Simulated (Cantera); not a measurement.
Charge: 1 mol SiH4, 0.017 mol C2H4, 150 mol H2, equilibrated at 1850 K and 29.0 mbar.

Cantera equilibrium calculation (NASA polynomials, part measured and part estimated; ideal gas, pure solids and liquids). Candidate condensed phases: C, C6H6, C7H8, C8H18, Si, SiC; 87 gas species. Mutual solubility and eutectic melting of coexisting phases are not modelled. Gases not in the tables: Si2H6 and higher silanes. Equilibrium is a limit: real reactors are often held back by kinetics, nucleation or transport.

Base state: H2 0.997, H 0.00316, Si 0.000222, SiH2 4.20e-5, SiH 3.75e-5 (mole fractions); condensed: Si(l) + SiC(s).

What changes in the equilibrium state with this change: SiH4 replaced by SiCl4?


```csv
species,before,after
H2,0.997,0.972
HCl,0,0.0230
H,0.00316,0.00312
SiCl2,0,0.00157
SiCl,0,5.73e-5
Cl,0,5.61e-5
SiH2,4.20e-5,4.10e-5
"Si(l), mol",0.919,0.671
"SiC(s), mol",0.0334,0.0334
```
The tables' values for SiCl are old estimates; treat these amounts as uncertain.
